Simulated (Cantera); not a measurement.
A closed system holds: 1 mol SiH4, 3.5 mol HCl, 920 mol H2, equilibrated at 950 °C and 1.70 mbar.

Cantera equilibrium calculation (NASA polynomials, part measured and part estimated; ideal gas, pure solids and liquids). Candidate condensed phases: Si; 19 gas species. Kinetics and transport are ignored.

Base state: H2 0.996, HCl 0.00371, SiCl2 3.37e-5 (mole fractions); condensed: Si(s).

What changes in the equilibrium state with this change: H2 from 920 to 20 mol?


```json
[
 {"species": "H2", "before": "0.996", "after": "0.890"},
 {"species": "HCl", "before": "0.00371", "after": "0.0861"},
 {"species": "SiCl2", "before": "3.37e-5", "after": "0.0203"},
 {"species": "SiCl4", "before": "3.21e-9", "after": "0.00116"},
 {"species": "SiCl3", "before": "1.17e-7", "after": "0.00172"},
 {"species": "SiHCl3", "before": "2.66e-8", "after": "0.000371"},
 {"species": "SiH2Cl2", "before": "2.94e-8", "after": "1.58e-5"},
 {"species": "Si(s), mol", "before": "0.969", "after": "0.401"}
]
```
The tables' values for SiCl3 are old estimates; treat these amounts as uncertain.
